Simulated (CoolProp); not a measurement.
Vapour-liquid equilibrium of R134a (1) + R152A (2) at 70.8 kPa; x and y are mole fractions of (1).

Computed with CoolProp (multi-fluid Helmholtz-energy mixture model, Tillner-Roth 1994 and Outcalt 1996; pair parameters Lemmon 2004).

### Question
Give the bubble temperature and the first vapour's composition at x = 0.05, 0.2, 0.35. Is there an azeotrope?

### Answer
x = 0.05: -31.7 °C, y = 0.046; x = 0.2: -31.6 °C, y = 0.197; x = 0.35: -31.6 °C, y = 0.358. y crosses x between x = 0.2 and 0.35: the model has an azeotrope there.

The pair parameters rest on a limited set of measurements; away from them the model extrapolates.
